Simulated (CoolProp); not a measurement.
Vapour-liquid equilibrium of CHF3 (R23) (1) + isobutane (2) at 240.8 K; x and y are mole fractions of (1).

Computed with CoolProp (multi-fluid Helmholtz-energy mixture model, Penoncello 2003 and Bücker 2006; pair parameters Bell 2016).

Give the bubble pressure and the first vapour's composition at x = 0.05, 0.2, 0.35. Is there an azeotrope?

x = 0.05: 0.2192 MPa, y = 0.806; x = 0.2: 0.5820 MPa, y = 0.926; x = 0.35: 0.7348 MPa, y = 0.942. No azeotrope shows between x = 0.05 and 0.95.

The pair parameters rest on a limited set of measurements; away from them the model extrapolates. With so large a gap from Raoult's law the liquid may split in two, which this calculation doesn't test in full.
